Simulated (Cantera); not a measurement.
A closed system holds: 1 mol Zr, 0.23 mol NH3, 29 mol H2, at 2.50 Pa.

Method: chemical equilibrium by Gibbs-energy minimisation in Cantera with the NASA 1993 tables (ideal gas, pure condensed phases). Candidate condensed phases: Zr, ZrN; 11 gas species. Mutual solubility and eutectic melting of coexisting phases are not modelled. ZrN: taken at fixed stoichiometry. Condensed phases not in the tables: N, O or C dissolved in the metal. Equilibrium is a limit: real reactors are often held back by kinetics, nucleation or transport. All values below are at 2250 K.

Base state: H 0.743, H2 0.250, Zr 0.00509, N2 0.00165 (mole fractions); condensed: Zr(l) + ZrN(s).

Q: What changes in the equilibrium state with this change: pressure from 2.50 Pa to 100000 Pa?

A: 
```csv
species,before,after
H2,0.250,0.993
H,0.743,0.00740
Zr,0.00509,1.27e-7
N2,0.00165,4.13e-8
"Zr(l), mol",0.685,0.770
"ZrN(s), mol",0.0741,0.230
```

Q: What changes in the equilibrium state with this change: NH3 from 0.23 to 1.7 mol?

A: 
```csv
species,before,after
H,0.743,0.741
H2,0.250,0.249
N2,0.00165,0.00802
Zr,0.00509,0.00231
"Zr(l), mol",0.685,0
"ZrN(s), mol",0.0741,0.882
```
